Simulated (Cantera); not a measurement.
A perfectly stirred reactor is fed with CH4 : H2O = 1 : 4 (molar parts), at 16.0 bar; it is held at 2125 K, and followed from long to short residence time.

Cantera simulation using GRI-Mech 3.0 (53 species, 325 reactions); the numbers are that mechanism's predictions, not measurements. The pressure lies above the range GRI-Mech 3.0 was tuned for (to about 10 atm).

What does this change do: temperature 2125 to 1950 K?


```tsv
quantity	before	after
x(CH4) at τ = 2.70 s	3.26e-5	0.000341
x(H2O) at τ = 2.70 s	0.407	0.405
x(CH2O) at τ = 2.70 s	3.65e-7	4.00e-7
x(CO2) at τ = 2.70 s	0.0218	0.0242
x(CH2CO) at τ = 2.70 s	5.44e-9	2.85e-8
x(CH4) at τ = 18.0 ms	0.00375	0.0168
x(H2O) at τ = 18.0 ms	0.415	0.456
x(CH2O) at τ = 18.0 ms	2.02e-6	3.63e-6
x(CO2) at τ = 18.0 ms	0.0219	0.0241
x(CH2CO) at τ = 18.0 ms	1.51e-6	9.09e-6
```

What does this change do: pressure from 16.0 bar to 10.0 bar?


```csv
quantity,before,after
x(CH4) at τ = 2.70 s,3.26e-5,3.65e-5
x(H2O) at τ = 2.70 s,0.407,0.407
x(CH2O) at τ = 2.70 s,3.65e-7,2.37e-7
x(CO2) at τ = 2.70 s,0.0218,0.0218
x(CH2CO) at τ = 2.70 s,5.44e-9,6.11e-9
x(CH4) at τ = 18.0 ms,0.00375,0.00405
x(H2O) at τ = 18.0 ms,0.415,0.416
x(CH2O) at τ = 18.0 ms,2.02e-6,2.27e-6
x(CO2) at τ = 18.0 ms,0.0219,0.0219
x(CH2CO) at τ = 18.0 ms,1.51e-6,1.97e-6
```
